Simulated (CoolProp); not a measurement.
Vapour-liquid equilibrium of n-octane (1) + n-dodecane (2) at 517 K; x and y are mole fractions of (1).

Model: multi-fluid Helmholtz-energy mixture model, Beckmüller 2019 and Lemmon 2004; pair parameters Bell 2016, in CoolProp.

| x | bubble pressure, mixture model (MPa) | bubble pressure, Raoult's law (MPa) | y, mixture model | y, Raoult's law |
|---|---|---|---|---|
| 0.05 | 0.2229 | 0.2362 | 0.184 | 0.247 |
| 0.2 | 0.3376 | 0.3835 | 0.516 | 0.610 |
| 0.35 | 0.4639 | 0.5308 | 0.694 | 0.771 |
| 0.5 | 0.6026 | 0.6781 | 0.806 | 0.862 |
| 0.65 | 0.7542 | 0.8254 | 0.882 | 0.921 |
| 0.8 | 0.9199 | 0.9727 | 0.939 | 0.962 |
| 0.95 | 1.103 | 1.120 | 0.986 | 0.992 |

The largest gap from Raoult's law is -12.6 % in bubble pressure, at x = 0.35. No azeotrope shows between x = 0.05 and 0.95.

Pair parameters are fitted to limited data, so mixtures are less certain than the pure fluids.
